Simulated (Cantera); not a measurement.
A freely propagating, adiabatic, planar premixed flame of H2 : O2 : N2 = 1 : 0.179 : 0.536 (molar parts), equivalence ratio 2.8, unburnt at 600 K and 100.0 Torr; unity-Lewis-number transport, grid criteria slope 0.08 and curve 0.16, no radiation.

Model: the H2/O2 subset of GRI-Mech 3.0, which has no nitrogen chemistry, integrated in Cantera. Unity Lewis numbers drop preferential diffusion, which matters most where H2 and H carry the flame. Burning velocities carry a grid error of a few per cent, more on coarse grids.

Q: Predict: laminar burning velocity; thermal thickness; peak x(HO2); peak x(OH); peak x(H2O2).

A: 
```
Quantity                     Value
------------------------  --------
laminar burning velocity  440 cm/s
thermal thickness          5.78 mm
peak x(HO2)                3.59e-5
peak x(OH)                 0.00242
peak x(H2O2)               3.71e-7
```
